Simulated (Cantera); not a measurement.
Charge: 1 mol AlCl3, a varied amount of O2, 8.3 mol N2, at 775 K and 0.133 bar.

Cantera equilibrium calculation (NASA polynomials, part measured and part estimated; ideal gas, pure solids and liquids). Candidate condensed phases: Al, AlCl3, AlN, Al2O3; 24 gas species. Condensed phases not in the tables: AlOCl. Kinetics and transport are ignored.

Question: At 1.9 mol O2, list the 3 most abundant gas species with their mole fractions, and the condensed phases.

Answer: N2 0.758, Cl2 0.137, O2 0.105. Condensed: Al2O3(s).
